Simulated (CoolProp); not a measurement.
Saturation properties of diethyl ether (Tc = 467.9 K, pc = 3.717 MPa, ω = 0.282).

Values from CoolProp's reference Helmholtz-energy equation of state, Thol 2014.

```json
[
 {"T (K)": "276.8", "p (MPa)": "0.02930", "liquid density (kg/m³)": "731.8", "enthalpy of vaporisation (kJ/kg)": "383.9"},
 {"T (K)": "286.5", "p (MPa)": "0.04482", "liquid density (kg/m³)": "721.0", "enthalpy of vaporisation (kJ/kg)": "376.0"},
 {"T (K)": "296.2", "p (MPa)": "0.06633", "liquid density (kg/m³)": "710.0", "enthalpy of vaporisation (kJ/kg)": "368.0"},
 {"T (K)": "305.9", "p (MPa)": "0.09533", "liquid density (kg/m³)": "?", "enthalpy of vaporisation (kJ/kg)": "359.7"},
 {"T (K)": "315.6", "p (MPa)": "0.1335", "liquid density (kg/m³)": "687.1", "enthalpy of vaporisation (kJ/kg)": "351.1"},
 {"T (K)": "325.3", "p (MPa)": "0.1826", "liquid density (kg/m³)": "675.2", "enthalpy of vaporisation (kJ/kg)": "342.1"},
 {"T (K)": "335", "p (MPa)": "?", "liquid density (kg/m³)": "662.8", "enthalpy of vaporisation (kJ/kg)": "332.8"},
 {"T (K)": "344.8", "p (MPa)": "?", "liquid density (kg/m³)": "649.9", "enthalpy of vaporisation (kJ/kg)": "322.9"},
 {"T (K)": "354.5", "p (MPa)": "0.4167", "liquid density (kg/m³)": "636.5", "enthalpy of vaporisation (kJ/kg)": "312.6"}
]
```

### Question
Complete the blanks.

### Answer

- 305.9, liquid density (kg/m³): 698.7
- 335, p (MPa): 0.2446
- 344.8, p (MPa): 0.3224

It boils at 307.6 K under 1 atm.
